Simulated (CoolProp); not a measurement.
Values from CoolProp's reference Helmholtz-energy equation of state, Lemmon 2006. It is a short technical equation, of lower accuracy than the large ones.

For C3F8 (R218), give the phase and the Z, cp (kJ/(kg K)), cv (kJ/(kg K)), speed of sound (m/s) at 204.9 K and 0.0742 MPa.


- 204.9 K and 0.0742 MPa: liquid; Z 0.00474, cp 0.910, cv 0.630, speed of sound 677
